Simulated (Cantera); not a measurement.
A Cantera script and what it prints.

```python
import numpy as np
import cantera as ct

gas_names = """
    H HNO HNO2 HNO3 HO2 H2 H2O H2O2 N NH NH2 NH3 NH2OH NO NO2 NO3 N2 N2H2 N2H4 N2O O OH O2 O3 Si SiH
    SiH2 SiH3 SiH4 SiN SiO SiO2 Si2 Si2N Si3
""".split()
cond_names = """
    H2O(s) H2O(L) Si(cr) Si(L) SiO2(Lqz) SiO2(hqz) SiO2(L) Si2N2O(s) Si3N4(a)
""".split()


def load(file, names, dense=False):
    # The tables refer to 1 bar. Condensed volumes are neglected.
    table = {s.name: s for s in ct.Species.list_from_file(file)}
    out = []
    for n in names:
        d = dict(table[n].input_data)
        d["thermo"] = dict(d["thermo"], **{"reference-pressure": 1e5})
        if dense:
            d["equation-of-state"] = {"model": "constant-volume", "density": "1e6 g/cm^3"}
        out.append(ct.Species.from_dict(d))
    return out


gas = ct.Solution(thermo="ideal-gas", species=load("nasa_gas.yaml", gas_names))
cond = {s.name: ct.Solution(thermo="fixed-stoichiometry", species=[s], name=s.name)
        for s in load("nasa_condensed.yaml", cond_names, dense=True)}
atoms = {
    'Si2H6': {'Si': 2, 'H': 6},
    'O2': {'O': 2},
    'N2': {'N': 2},
}
top_T = {'Si2N2O(s)': 2100, 'Si3N4(a)': 2400}  # K; cautious upper limits of use, not melting points


def equilibrate(T, P, feed):
    n = {}
    for name, mol in feed.items():
        for a, k in atoms[name].items():
            n[a] = n.get(a, 0.0) + k * mol
    gas.TPX = T, P, n
    mass = sum(n.values()) * gas.mean_molecular_weight
    gas.equilibrate("TP")
    valid = [c for c in cond.values() if c.min_temp <= T <= top_T.get(c.name, c.max_temp)]
    mix = ct.Mixture([(gas, mass / gas.mean_molecular_weight)] + [(c, 0.0) for c in valid])
    mix.T, mix.P = T, P
    mix.equilibrate("TP", solver="vcs", rtol=1e-11, max_steps=5000)
    return mix


results = []
feed = {'Si2H6': 1, 'O2': 0.97, 'N2': 57}  # mol
T = 1550  # K
P = 100000  # Pa
mix = equilibrate(T, P, feed)
results.append((T, P, feed, dict(zip(mix.species_names, mix.species_moles))))
print(gas.report(threshold=0.0001))
for i in range(1, mix.n_phases):
    print(f"{mix.phase(i).name:16s} {mix.phase_moles(i):12.5e} mol")
```

Output:

```
       temperature   1550 K
          pressure   1e+05 Pa
           density   0.20718 kg/m^3
  mean mol. weight   26.7 kg/kmol
   phase of matter   gas

                          1 kg             1 kmol
                     ---------------   ---------------
          enthalpy        1.4979e+06        3.9993e+07  J
   internal energy        1.0152e+06        2.7106e+07  J
           entropy            9044.3        2.4148e+05  J/K
    Gibbs function       -1.2521e+07        -3.343e+08  J
 heat capacity c_p            1303.5             34804  J/K
 heat capacity c_v            992.14             26490  J/K

                      mass frac. Y      mole frac. X     chem. pot. / RT
                     ---------------   ---------------   ---------------
                H2         0.0038155          0.050532           -21.684
                N2           0.99614           0.94941           -26.165
     [  +33 minor]          4.29e-05        5.8331e-05

Si(cr)            0.00000e+00 mol
SiO2(hqz)         6.24827e-01 mol
Si2N2O(s)         6.87341e-01 mol
Si3N4(a)          0.00000e+00 mol
```

These are equilibrium values from Cantera (NASA tables, ideal gas, pure condensed phases), not measurements of a reactor. The feed counts by its element totals alone. Mutual solubility and eutectic melting of coexisting phases are not modelled. The tables hold silica as quartz up to 1696 K and as liquid above; real silica turns to tridymite and cristobalite and melts near 1996 K.
